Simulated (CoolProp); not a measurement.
Vapour pressure (kPa) of cyclopropane: the reference equation beside estimates from Tc = 125.5 °C, pc = 5605 kPa, ω = 0.131. Clausius-Clapeyron is anchored at 13.95 °C with a constant enthalpy of vaporisation of 17.65 kJ/mol.

Computed with CoolProp (reference Helmholtz-energy equation of state, Polt 1992). This equation is an older, rougher fit; its heat capacities, sound speeds and derivatives of the liquid may be far off and weren't checked against measurements.

```csv
T (°C),reference,Lee-Kesler,Clausius-Clapeyron,Redlich-Kwong
13.95,531.1,529.4,531.1,619.6
23.25,691.0,689.6,669.8,798.6
32.65,885.9,885.0,834.8,1014
42.05,1118,1118,1027,1266
51.45,1393,1392,1248,1560
60.85,1713,1712,1500,1896
70.25,2085,2082,1786,2279
79.65,2512,2508,2105,2711
```

Absolute difference from the reference over all 8 rows, mean and median: Lee-Kesler 0.1 and 0.1 %, Clausius-Clapeyron 8.8 and 9.3 %, Redlich-Kwong 12.5 and 12.6 %.
